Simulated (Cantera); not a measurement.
Feed: 1 mol c-C4F8, 2.3 mol H2, 0.029 mol CH4, at 100 Torr.

Cantera equilibrium calculation (NASA polynomials, part measured and part estimated; ideal gas, pure solids and liquids). Candidate condensed phases: C, C6H6, C7H8, C8H18; 95 gas species. The feed counts by its element totals alone. Gases not in the tables: C2F6 and larger saturated fluorocarbons. Kinetics and transport are ignored.

### Question
Which condensed phases are stable at each of these points (T (K)): 2625, 2700, 2775, 2850, 2925, 3000, 3075, 3150, 3225, 3300, 3375, 3450?

### Answer
```json
[
 {"T (K)": "2625", "condensed phases": "C(graphite)", "C condensed (%)": "72.8"},
 {"T (K)": "2700", "condensed phases": "C(graphite)", "C condensed (%)": "74.5"},
 {"T (K)": "2775", "condensed phases": "C(graphite)", "C condensed (%)": "76.6"},
 {"T (K)": "2850", "condensed phases": "C(graphite)", "C condensed (%)": "78.5"},
 {"T (K)": "2925", "condensed phases": "C(graphite)", "C condensed (%)": "80.0"},
 {"T (K)": "3000", "condensed phases": "C(graphite)", "C condensed (%)": "80.6"},
 {"T (K)": "3075", "condensed phases": "C(graphite)", "C condensed (%)": "79.7"},
 {"T (K)": "3150", "condensed phases": "C(graphite)", "C condensed (%)": "76.2"},
 {"T (K)": "3225", "condensed phases": "C(graphite)", "C condensed (%)": "67.9"},
 {"T (K)": "3300", "condensed phases": "C(graphite)", "C condensed (%)": "50.8"},
 {"T (K)": "3375", "condensed phases": "C(graphite)", "C condensed (%)": "15.5"},
 {"T (K)": "3450", "condensed phases": "gas only", "C condensed (%)": "0.0"}
]
```

From 2625 K to 3375 K the condensed part is C(graphite). At 3450 K nothing is condensed.
